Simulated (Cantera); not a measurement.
A perfectly stirred reactor is fed with CH4 : O2 : N2 = 1 : 2.63 : 9.89 (molar parts), equivalence ratio 0.76, at 4.93 atm; it is adiabatic with a 348 K inlet, and is followed from long to short residence time, starting on the burning branch (τ in s: 0.33, 0.13, 0.054, 0.022, 0.009, 0.0037, 0.0015, 0.00061, 0.00025, 0.0001, 4.2e-05, 1.7e-05, 6.9e-06).

Computed with Cantera and GRI-Mech 3.0 (53 species, 325 reactions).

### Question
Predict: blow-out, bracketed by the residence times tried; x(CH4) at τ = 0.330 s; x(O2) at τ = 0.330 s; x(CH2) at τ = 0.330 s; x(NO) at τ = 0.330 s; x(H2) at τ = 0.330 s; x(CH4) at τ = 1.50 ms; x(O2) at τ = 1.50 ms; x(CH2) at τ = 1.50 ms; x(NO) at τ = 1.50 ms; x(H2) at τ = 1.50 ms.

### Answer
- blow-out, bracketed by the residence times tried = burning at 0.100 ms, out at 42.0 µs
- x(CH4) at τ = 0.330 s = 9.63e-7
- x(O2) at τ = 0.330 s = 0.0462
- x(CH2) at τ = 0.330 s = 5.99e-9
- x(NO) at τ = 0.330 s = 0.000426
- x(H2) at τ = 0.330 s = 8.18e-5
- x(CH4) at τ = 1.50 ms = 7.36e-5
- x(O2) at τ = 1.50 ms = 0.0475
- x(CH2) at τ = 1.50 ms = 8.80e-7
- x(NO) at τ = 1.50 ms = 3.15e-5
- x(H2) at τ = 1.50 ms = 0.000634
